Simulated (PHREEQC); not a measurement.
A PHREEQC input (ion-association model, wateq4f.dat):

```
SOLUTION 1
  temp 20
  units mg/L
  pH 12.5
  pe 8.4
  Na 0.116
  K 0.189
  Ca 0.0438
  Mg 0.0381
  Cl 0.177
  S(6) 0.247 as SO4
  Alkalinity 0.287 as HCO3
  Cd 0.00187
  Si 0.00913 as SiO2
  Sr 0.0226
  Ba 0.00517
END
USE solution 1
EQUILIBRIUM_PHASES 1
  Gypsum 0 0
  CO2(g) -2.5 10
END
```

It stops with these messages:

```
WARNING: Maximum iterations exceeded, 100
WARNING: Maximum iterations exceeded, 100
WARNING: The program has failed to converge to a numerical solution.
ERROR:           Alkalinity has not converged. Total: 4.705982e-06	Calculated: 2.411856e-02	Residual: -2.411386e-02
ERROR: Is non-carbonate alkalinity greater than total alkalinity?
ERROR:                   Ba has not converged. Total: 3.766410e-08	Calculated: 3.128941e-08	Residual: 6.374691e-09
ERROR:                   Ca has not converged. Total: 1.093404e-06	Calculated: 9.443413e-07	Residual: 1.490624e-07
ERROR:                   Cd has not converged. Total: 1.664598e-08	Calculated: 1.641055e-08	Residual: 2.354311e-10
ERROR:                   Cl has not converged. Total: 4.995218e-06	Calculated: 5.607940e-06	Residual: -6.127226e-07
ERROR:                    K has not converged. Total: 4.836119e-06	Calculated: 5.429373e-06	Residual: -5.932538e-07
ERROR:                   Mg has not converged. Total: 1.567972e-06	Calculated: 1.466954e-06	Residual: 1.010179e-07
ERROR:                   Na has not converged. Total: 5.048437e-06	Calculated: 5.648412e-06	Residual: -5.999748e-07
ERROR:                 S(6) has not converged. Total: 2.572589e-06	Calculated: 2.107598e-06	Residual: 4.649907e-07
ERROR:                   Si has not converged. Total: 1.520351e-07	Calculated: 1.405084e-07	Residual: 1.152675e-08
ERROR:                   Sr has not converged. Total: 2.580711e-07	Calculated: 2.173029e-07	Residual: 4.076819e-08
ERROR:                   Mu Ionic strength has not converged. 	Residual: 6.437903e-04
ERROR:               A(H2O) Activity of water has not converged. 	Residual: 4.110313e-04
ERROR: Model failed to converge for initial solution  1.
```

Task: What went wrong, and how is it mended?

Result: The fault: pH typed as 12.5 with the alkalinity kept. The line should read `pH 6.06` where the input has `pH 12.5`. With the mend the run ends at pH 5.28 and ionic strength 2.61e-5 mol/kgw.
